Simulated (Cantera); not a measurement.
Input: 1 mol AlCl₃, 0.73 mol N₂O, 30 mol H₂, held at 0.100 bar.

Equilibrium computed with Cantera from the NASA thermochemical tables; the gas is ideal and each condensed phase is pure. Candidate condensed phases: Al, AlCl₃, AlN, Al₂O₃, H₂O, NH₄Cl; 45 gas species. Mutual solubility and eutectic melting of coexisting phases are not modelled. Condensed phases not in the tables: AlOCl, aluminium oxynitride. Equilibrium is a limit: real reactors are often held back by kinetics, nucleation or transport.

Q: What share of the Al ends up in condensed phases as a function of T (°C), at 400, 600, 800, 1000, 1200, 1400, 1600, 1800, 2000?

A: 
| T (°C) | Al condensed (%) | as |
|---|---|---|
| 400 | 66.0 | AlN(s) + Al₂O₃(s) |
| 600 | 60.9 | AlN(s) + Al₂O₃(s) |
| 800 | 56.3 | AlN(s) + Al₂O₃(s) |
| 1000 | 53.1 | AlN(s) + Al₂O₃(s) |
| 1200 | 48.7 | Al₂O₃(s) |
| 1400 | 48.6 | Al₂O₃(s) |
| 1600 | 48.2 | Al₂O₃(s) |
| 1800 | 45.7 | Al₂O₃(s) |
| 2000 | 35.8 | Al₂O₃(s) |
